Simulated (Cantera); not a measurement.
Feed: 1 mol Cu₂O, 160 mol H₂, equilibrated at 2125 K and 1.33 mbar.

Method: chemical equilibrium by Gibbs-energy minimisation in Cantera with the NASA 1993 tables (ideal gas, pure condensed phases). Candidate condensed phases: Cu, CuO, Cu(OH)₂, Cu₂O, H₂O; 12 gas species. The numbers say what is thermodynamically allowed, not how fast it happens.

Base state: H₂ 0.889, H 0.0937, Cu 0.0118, H₂O 0.00580, OH 7.59e-5 (mole fractions); condensed: gas only.

What changes in the equilibrium state with this change: temperature from 2125 K to 1523 K?


```json
[
 {"species": "H₂", "before": "0.889", "after": "0.984"},
 {"species": "Cu", "before": "0.0118", "after": "0.00903"},
 {"species": "H₂O", "before": "0.00580", "after": "0.00619"},
 {"species": "H", "before": "0.0937", "after": "0.000628"},
 {"species": "OH", "before": "7.59e-5", "after": "1.22e-7"},
 {"species": "Cu(l), mol", "before": "0", "after": "0.540"}
]
```
